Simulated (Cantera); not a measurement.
## SiH4 + CH4 + H2 (silicon carbide growth)

Feed: 1 mol SiH4, 0.012 mol CH4, 490 mol H2, equilibrated at 16.0 mbar.

These are equilibrium values from Cantera (NASA tables, ideal gas, pure condensed phases), not measurements of a reactor. Candidate condensed phases: C, C6H6, C7H8, C8H18, Si, SiC; 87 gas species. Mutual solubility and eutectic melting of coexisting phases are not modelled. Gases not in the tables: Si2H6 and higher silanes. Rates play no part.

```csv
T (K),x H2,x H,x Si,x SiH,x SiH2,x Si2C,x Si2,n Si(s),n SiC(s),n Si(l)
1100,1.000,2.04e-7,1.48e-12,5.64e-12,1.32e-9,<1e-12,<1e-12,0.988,0.0118,0
1250,1.000,3.82e-6,5.19e-10,7.24e-10,3.13e-8,<1e-12,<1e-12,0.988,0.0118,0
1400,1.000,3.85e-5,5.14e-8,3.25e-8,3.77e-7,3.36e-11,3.06e-11,0.988,0.0118,0
1550,1.000,0.000249,2.08e-6,6.90e-7,2.79e-6,4.62e-9,3.75e-9,0.985,0.0119,0
1700,0.999,0.00116,4.24e-5,8.30e-6,1.42e-5,2.56e-7,1.86e-7,0,0.0117,0.956
1850,0.995,0.00425,0.000403,5.04e-5,4.20e-5,5.54e-6,2.82e-6,0,0.00886,0.738
2000,0.985,0.0128,0.00173,0.000147,6.66e-5,2.14e-5,1.14e-5,0,0,0
2150,0.965,0.0328,0.00183,0.000111,2.96e-5,7.95e-6,3.46e-6,0,0,0
2300,0.924,0.0736,0.00185,8.27e-5,1.37e-5,1.67e-6,1.14e-6,0,0,0
2450,0.852,0.147,0.00181,6.03e-5,6.48e-6,3.53e-7,4.01e-7,0,0,0
2600,0.738,0.261,0.00172,4.26e-5,3.01e-6,8.10e-8,1.49e-7,0,0,0
```
x: gas mole fraction; n: condensed amount in mol.

From 1100 K to 1550 K the condensed part is Si(s) + SiC(s). From 1700 K to 1850 K the condensed part is Si(l) + SiC(s). From 2000 K to 2600 K nothing is condensed.
